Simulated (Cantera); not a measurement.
## Premixed flame

A freely propagating, adiabatic, planar premixed flame of C3H8 : O2 : N2 = 1 : 4.17 : 15.7 (molar parts), unburnt at 498 K and 0.133 bar; mixture-averaged transport, grid criteria slope 0.08 and curve 0.16, no radiation.

Detailed kinetics in Cantera: GRI-Mech 3.0 (53 species, 325 reactions). GRI-Mech 3.0 was tuned for natural gas; its chemistry of propane as a main component is partial and can be far from experiment. Burning velocities carry a grid error of a few per cent, more on coarse grids.

| z (mm) | T (K) | u (m/s) | x C3H8 | x O2 | x H | x HCO | x CH2O | x OH |
|---|---|---|---|---|---|---|---|---|
| -5.24 | 498 | 1.42 | 0.0479 | 0.200 | <1e-8 | <1e-8 | 9.25e-8 | <1e-8 |
| -3.49 | 499 | 1.43 | 0.0477 | 0.199 | 1.94e-8 | <1e-8 | 1.78e-6 | <1e-8 |
| -2.62 | 503 | 1.44 | 0.0476 | 0.198 | 3.04e-7 | <1e-8 | 1.22e-5 | 3.05e-8 |
| -1.75 | 543 | 1.57 | 0.0468 | 0.193 | 7.33e-6 | <1e-8 | 0.000127 | 1.38e-6 |
| -0.873 | 893 | 2.68 | 0.0348 | 0.159 | 0.000275 | 1.44e-6 | 0.000992 | 3.85e-5 |
| -0.436 | 1305 | 4.08 | 0.0118 | 0.113 | 0.00168 | 5.17e-5 | 0.00167 | 0.000483 |
| 0 | 1696 | 5.44 | 0.000487 | 0.0642 | 0.00622 | 0.000147 | 0.000871 | 0.00239 |
| 0.436 | 1889 | 6.10 | 1.34e-6 | 0.0339 | 0.0118 | 5.89e-5 | 0.000178 | 0.00546 |
| 0.873 | 1943 | 6.27 | <1e-8 | 0.0201 | 0.0158 | 8.96e-6 | 2.29e-5 | 0.00767 |
| 1.75 | 1966 | 6.31 | <1e-8 | 0.0121 | 0.0191 | 9.93e-8 | 1.51e-7 | 0.00889 |
| 3.49 | 1981 | 6.34 | <1e-8 | 0.00972 | 0.0201 | 3.45e-8 | <1e-8 | 0.00901 |
| 6.98 | 1998 | 6.38 | <1e-8 | 0.00901 | 0.0194 | 3.20e-8 | <1e-8 | 0.00895 |
| 14.0 | 2024 | 6.45 | <1e-8 | 0.00836 | 0.0177 | 2.90e-8 | <1e-8 | 0.00881 |
x: mole fraction of selected species; z is measured from the peak of heat release.

```json
{
  "laminar_burning_velocity": "142 cm/s",
  "thermal_thickness": "1.75 mm",
  "peak x(H)": "0.0201",
  "peak x(HCO)": "0.000148",
  "peak x(CH2O)": "0.00167",
  "peak x(OH)": "0.00902"
}
```
